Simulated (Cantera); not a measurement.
An isothermal, constant-pressure homogeneous reactor starts with 26.4 % H₂, 18.9 % O₂, 54.7 % N₂, equivalence ratio 0.70, at 948 K and 0.987 atm.

Computed with Cantera and GRI-Mech 3.0 (53 species, 325 reactions). Below about 950 K walls govern HO2 and H2O2 in real vessels. The temperature is held fixed by assumption; the heat of reaction is taken as removed at once.

x: mole fraction; the columns are a selection and need not sum to one.

```
t (s)       x H₂    x O₂    x H₂O₂       x H      x OH    x NO₂
--------  ------  ------  --------  --------  --------  -------
3.00e-5    0.264   0.189    <1e-12  1.43e-10  5.68e-12   <1e-12
7.27e-5    0.264   0.189  7.55e-12  2.53e-10  1.03e-11   <1e-12
0.000176   0.264   0.189  6.77e-11  3.55e-10  1.46e-11   <1e-12
0.000428   0.264   0.189  5.44e-10  4.54e-10  1.87e-11   <1e-12
0.00104    0.264   0.189   4.18e-9  7.39e-10  3.05e-11   <1e-12
0.00251    0.264   0.189         ?         ?  9.45e-11   <1e-12
0.00609    0.264   0.189   1.11e-6   3.24e-8   1.44e-9   <1e-12
0.0148     0.212   0.164  0.000215   2.53e-7   2.38e-8  4.30e-9
0.0358     0.209   0.163  0.000585   6.53e-7   7.24e-8  3.80e-9
0.0868     0.193   0.155   0.00107   9.76e-7   1.34e-7  3.60e-9
0.211      0.155   0.137  0.000978   7.06e-7   1.26e-7  3.94e-9
0.510     0.0941   0.109  0.000652   4.24e-7   1.22e-7  4.36e-9
1.24      0.0255  0.0770  0.000222   1.55e-7   1.37e-7  4.91e-9
3.00           ?       ?         ?         ?         ?        ?
```

**Question.** Some entries are withheld; supply them.

**Answer.** 
- 0.00251, x H₂O₂: 3.92e-8
- 0.00251, x H: 2.27e-9
- 3.00, x H₂: 0.00151
- 3.00, x O₂: 0.0659
- 3.00, x H₂O₂: 8.33e-6
- 3.00, x H: 5.79e-9
- 3.00, x OH: 7.37e-8
- 3.00, x NO₂: 5.65e-9
